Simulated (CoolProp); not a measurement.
Saturated liquid density (kg/m³) of CHF3 (R23): the reference equation beside estimates from Tc = 299.3 K, pc = 4.832 MPa, ω = 0.263. Rackett uses Z = 0.29056 − 0.08775 ω.

Model: reference Helmholtz-energy equation of state, Penoncello 2003, in CoolProp.

| T (K) | reference | Rackett | van der Waals | Soave-Redlich-Kwong |
|---|---|---|---|---|
| 232 | 1275 | 1202 | 721.0 | 1077 |
| 235 | 1261 | 1189 | 712.9 | 1063 |
| 237.9 | 1247 | 1176 | 704.9 | 1048 |
| 240.9 | 1232 | 1162 | 696.5 | 1033 |
| 243.8 | 1217 | 1148 | 688.0 | 1018 |
| 246.8 | 1201 | 1133 | 679.1 | 1001 |
| 249.7 | 1186 | 1119 | 670.2 | 984.8 |
| 252.7 | 1169 | 1103 | 660.6 | 967.2 |
| 255.7 | 1152 | 1087 | 650.8 | 948.8 |
| 258.6 | 1134 | 1071 | 640.9 | 930.4 |
| 261.6 | 1116 | 1054 | 630.4 | 910.4 |
| 264.5 | 1097 | 1037 | 619.7 | 890.3 |
| 267.5 | 1077 | 1018 | 608.2 | 868.5 |
| 270.4 | 1056 | 999.3 | 596.6 | 846.3 |

Absolute difference from the reference over all 14 rows, mean and median: Rackett 5.6 and 5.6 %, van der Waals 43.5 and 43.5 %, Soave-Redlich-Kwong 17.3 and 17.1 %.
